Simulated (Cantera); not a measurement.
A Cantera script and its output.

```python
import numpy as np
import cantera as ct

surf = ct.Interface("ptcombust.yaml", "Pt_surf")
gas = surf.adjacent["gas"]
gas.TPX = 300, 23000, {'H2': 0.034, 'O2': 0.2, 'N2': 0.79}
jet = ct.ImpingingJet(gas=gas, width=0.042, surface=surf)
jet.inlet.mdot, jet.inlet.T, jet.inlet.X = 0.024, 300, {'H2': 0.034, 'O2': 0.2, 'N2': 0.79}
jet.set_refine_criteria(ratio=10, slope=0.2, curve=0.3)
show, cover = ['H2', 'O2', 'H2O', 'OH'], ["PT(S)", "H(S)", "O(S)", "OH(S)", "CO(S)", "C(S)"]

rows = []
print(f"{'Ts/K':>7s}" + "".join(f"{s:>11s}" for s in show + cover) + "   (gas at the wall, coverages)")
for i, Ts in enumerate([600, 650, 700, 750, 800, 850, 900]):
    jet.surface.T = Ts
    if i == 0:
        surf.TP = Ts, 23000
        surf.coverages = "PT(S):0.5, O(S):0.5"
        surf.advance_coverages(1.0)
        jet.set_initial_guess(products="inlet")
    jet.solve(loglevel=0, auto=(i == 0))
    rows.append([*(jet.X[gas.species_index(s), -1] for s in show), *surf[cover].coverages])
    print(f"{Ts:7g}" + "".join(f"{x:11.3e}" for x in rows[-1]))
```

It prints:

```
   Ts/K         H2         O2        H2O         OH      PT(S)       H(S)       O(S)      OH(S)      CO(S)       C(S)   (gas at the wall, coverages)
    600  2.224e-03  1.625e-01  5.977e-02  1.325e-12  2.251e-02  9.464e-10  9.700e-01  7.518e-03  1.911e-17  3.368e-33
    650  2.200e-03  1.627e-01  5.938e-02  1.701e-11  2.387e-02  1.311e-09  9.711e-01  5.065e-03  7.771e-19  7.471e-25
    700  2.044e-03  1.626e-01  5.930e-02  1.469e-10  2.699e-02  2.177e-09  9.693e-01  3.718e-03  7.639e-19 -1.063e-26
    750  1.581e-03  1.623e-01  5.983e-02  8.829e-10  3.682e-02  4.945e-09  9.600e-01  3.142e-03  1.054e-19  7.144e-28
    800  1.051e-03  1.619e-01  6.052e-02  3.833e-09  5.894e-02  1.458e-08  9.381e-01  2.973e-03  1.535e-20  2.453e-25
    850  6.848e-04  1.616e-01  6.094e-02  1.354e-08  9.405e-02  4.249e-08  9.031e-01  2.872e-03  2.075e-18  2.735e-25
    900  4.832e-04  1.615e-01  6.108e-02  4.090e-08  1.397e-01  1.085e-07  8.576e-01  2.724e-03  2.529e-19  1.611e-22
```

Cantera simulation using Deutschmann's 1995 Pt surface mechanism with GRI-Mech 3.0 gas chemistry; the numbers are that mechanism's predictions, not measurements. Catalytic surfaces can have several steady states; this one follows from the mechanism file's or the stated starting coverage.
